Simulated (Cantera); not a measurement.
A Cantera script and what it prints.

```python
import numpy as np
import cantera as ct

gas_names = [...]  # 116 gases of nasa_gas.yaml made of C, H, Mg, O
cond_names = """
    C(gr) C6H6(L) C7H8(L) C8H18(L),n-octa H2O(s) H2O(L) Mg(cr) Mg(L) MgCO3(s) MgO(s) MgO(L) MgO2H2(s)
""".split()


# ... load() reads the species with a 1 bar reference pressure and builds the phases ...
atoms = {
    'MgO': {'Mg': 1, 'O': 1},
    'C': {'C': 1},
    'H2': {'H': 2},
}
top_T = {'C(gr)': 4500}  # K; cautious upper limits of use, not melting points


# ... equilibrate(T, P, feed) seeds the gas with the atoms and calls Mixture.equilibrate('TP', solver="vcs", rtol=1e-11, max_steps=5000) ...
results = []
T = 2525  # K
P = 1333.22  # Pa
for m in [0.041, 0.087, 0.13, 0.18, 0.22, 0.27, 0.31, 0.36, 0.41, 0.45, 0.5, 0.54]:
    feed = {'MgO': 1, 'C': m, 'H2': 0.051}  # mol
    mix = equilibrate(T, P, feed)
    results.append((T, P, feed, dict(zip(mix.species_names, mix.species_moles))))

top = {s: max(r[3][s] / sum(r[3][g] for g in gas_names) for r in results) for s in gas_names}
cols = sorted((s for s in top if top[s] > 1e-06), key=lambda s: -top[s])[:5]
seen = [c for c in cond_names if any(r[3].get(c, 0) > 1e-12 for r in results)]
print("log10 of partial pressures in bar; condensed amounts in mol")
print(f"{'n(C)':>10s}" + "".join(f"{s[:9]:>10s}" for s in cols + seen))
for T, P, feed, n in results:
    ng = sum(n[g] for g in gas_names)
    print(f"{feed['C']:10.4g}" + "".join(f"{np.log10(max(n[s] / ng * P / 1e5, 1e-99)):10.3f}" for s in cols)
          + "".join(f"{n.get(c, 0):10.4g}" for c in seen))
```

Result:

```
log10 of partial pressures in bar; condensed amounts in mol
      n(C)        Mg        CO       H2O        H2         H    MgO(s)
     0.041    -2.260    -2.576    -2.807    -2.807    -2.956    0.9249
     0.087    -2.225    -2.440    -3.043    -3.008    -3.056     0.873
      0.13    -2.209    -2.390    -3.195    -3.145    -3.125     0.824
      0.18    -2.198    -2.359    -3.331    -3.270    -3.187     0.767
      0.22    -2.193    -2.344    -3.419    -3.352    -3.228    0.7212
      0.27    -2.187    -2.330    -3.513    -3.441    -3.273     0.664
      0.31    -2.184    -2.323    -3.578    -3.503    -3.304    0.6183
      0.36    -2.181    -2.315    -3.650    -3.572    -3.338     0.561
      0.41    -2.179    -2.309    -3.714    -3.634    -3.369    0.5038
      0.45    -2.177    -2.305    -3.761    -3.679    -3.392    0.4579
       0.5    -2.175    -2.302    -3.815    -3.731    -3.418    0.4007
      0.54    -2.174    -2.299    -3.855    -3.769    -3.437    0.3548
```

Method: chemical equilibrium by Gibbs-energy minimisation in Cantera with the NASA 1993 tables (ideal gas, pure condensed phases). The tables' values for MgH are old estimates; treat these amounts as uncertain.
